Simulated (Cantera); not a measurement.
Input (Python, Cantera):

```python
import numpy as np
import cantera as ct

gas = ct.Solution("gri30.yaml")


def delay(T, t_max=10):
    gas.TPX = T, 34000, {'CO': 1, 'H2': 0.22, 'CH4': 0.11, 'O2': 1.48, 'N2': 5.57}
    reactor = ct.IdealGasConstPressureReactor(gas, clone=False)
    net = ct.ReactorNet([reactor])
    net.rtol, net.atol = 1e-8, 1e-16
    while net.time < t_max:
        t_old, T_old = net.time, reactor.T
        net.step()
        if reactor.T > T + 400:  # ignition: a rise of 400 K
            return t_old + (T + 400 - T_old) / (reactor.T - T_old) * (net.time - t_old)
    return np.nan


taus = []
for T in [898, 948, 998, 1048, 1098, 1148, 1198, 1248]:
    taus.append(delay(T))
    print(f"T0 = {T:6g} K   tau = {taus[-1]:.4e} s")
```

It prints:

```
T0 =    898 K   tau = 1.5172e-02 s
T0 =    948 K   tau = 4.7038e-03 s
T0 =    998 K   tau = 2.1336e-03 s
T0 =   1048 K   tau = 1.2535e-03 s
T0 =   1098 K   tau = 8.5815e-04 s
T0 =   1148 K   tau = 6.4479e-04 s
T0 =   1198 K   tau = 5.1634e-04 s
T0 =   1248 K   tau = 4.3395e-04 s
```

Model: GRI-Mech 3.0 (53 species, 325 reactions), integrated in Cantera. Below about 1000 K GRI-Mech 3.0 lacks low-temperature oxidation paths. Below about 950 K walls govern HO2 and H2O2 in real vessels. Where the delays flatten at high temperature, the 400 K rule measures the pace of heat release, not the induction time.
